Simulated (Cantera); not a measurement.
# NO annealing gas

An isothermal, constant-pressure homogeneous reactor starts with NO : N2 = 0.31 : 0.64 (molar parts), at 1850 K and 0.200 bar.

Cantera simulation using GRI-Mech 3.0 (53 species, 325 reactions); the numbers are that mechanism's predictions, not measurements.

```json
[
 {"t (s)": "1.00e-5", "x NO": "0.326", "x O2": "1.74e-11", "x N2O": "7.62e-8", "x NO2": "5.55e-10", "x O": "7.57e-8", "x N2": "0.674"},
 {"t (s)": "3.28e-5", "x NO": "0.326", "x O2": "1.83e-10", "x N2O": "2.49e-7", "x NO2": "5.79e-9", "x O": "2.45e-7", "x N2": "0.674"},
 {"t (s)": "0.000107", "x NO": "0.326", "x O2": "1.91e-9", "x N2O": "8.11e-7", "x NO2": "5.90e-8", "x O": "7.66e-7", "x N2": "0.674"},
 {"t (s)": "0.000351", "x NO": "0.326", "x O2": "1.93e-8", "x N2O": "2.60e-6", "x NO2": "5.39e-7", "x O": "2.22e-6", "x N2": "0.674"},
 {"t (s)": "0.00115", "x NO": "0.326", "x O2": "2.07e-7", "x N2O": "7.98e-6", "x NO2": "3.78e-6", "x O": "5.71e-6", "x N2": "0.674"},
 {"t (s)": "0.00377", "x NO": "0.326", "x O2": "3.22e-6", "x N2O": "2.13e-5", "x NO2": "1.75e-5", "x O": "1.50e-5", "x N2": "0.674"},
 {"t (s)": "0.0124", "x NO": "0.326", "x O2": "5.01e-5", "x N2O": "3.91e-5", "x NO2": "4.03e-5", "x O": "2.92e-5", "x N2": "0.674"},
 {"t (s)": "0.0405", "x NO": "0.326", "x O2": "0.000295", "x N2O": "4.40e-5", "x NO2": "4.49e-5", "x O": "3.22e-5", "x N2": "0.674"},
 {"t (s)": "0.133", "x NO": "0.324", "x O2": "0.00112", "x N2O": "4.35e-5", "x NO2": "4.87e-5", "x O": "3.46e-5", "x N2": "0.675"},
 {"t (s)": "0.434", "x NO": "0.318", "x O2": "0.00381", "x N2O": "4.18e-5", "x NO2": "5.91e-5", "x O": "4.14e-5", "x N2": "0.678"},
 {"t (s)": "1.42", "x NO": "0.301", "x O2": "0.0126", "x N2O": "3.67e-5", "x NO2": "8.19e-5", "x O": "5.80e-5", "x N2": "0.686"},
 {"t (s)": "4.66", "x NO": "0.249", "x O2": "0.0387", "x N2O": "2.44e-5", "x NO2": "0.000110", "x O": "9.05e-5", "x N2": "0.712"},
 {"t (s)": "15.3", "x NO": "0.137", "x O2": "0.0946", "x N2O": "7.13e-6", "x NO2": "9.30e-5", "x O": "0.000136", "x N2": "0.768"},
 {"t (s)": "50.0", "x NO": "0.0308", "x O2": "0.148", "x N2O": "4.51e-7", "x NO2": "2.61e-5", "x O": "0.000167", "x N2": "0.821"}
]
```
x: mole fraction; the columns are a selection and need not sum to one.

Equilibrium at this temperature and pressure: NO 0.00443, O2 0.161, N2O 1.16e-7, NO2 3.93e-6, O 0.000174, N2 0.835 (gas phase only).
